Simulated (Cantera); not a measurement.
Input: 1 mol NiS, 290 mol H2, at 2200 K and 0.100 bar.

Method: chemical equilibrium by Gibbs-energy minimisation in Cantera with the NASA 1993 tables (ideal gas, pure condensed phases). Candidate condensed phases: Ni, NiS, NiS2, Ni3S2, Ni3S4, S; 9 gas species. Kinetics and transport are ignored.

Base state: H2 0.976, H 0.0176, Ni 0.00333, H2S 0.00135, SH 0.00128, S 0.000402, S2 0.000147, NiS 7.39e-5 (mole fractions); condensed: gas only.

Question: What changes in the equilibrium state with this change: temperature from 2200 K to 1825 K?

Answer: 
| species | before | after |
|---|---|---|
| H2 | 0.976 | 0.995 |
| H2S | 0.00135 | 0.00282 |
| H | 0.0176 | 0.00139 |
| Ni | 0.00333 | 0.000191 |
| S | 0.000402 | 2.58e-5 |
| NiS | 7.39e-5 | 1.53e-5 |
| SH | 0.00128 | 0.000419 |
| S2 | 0.000147 | 8.11e-5 |
| Ni(l), mol | 0 | 0.940 |
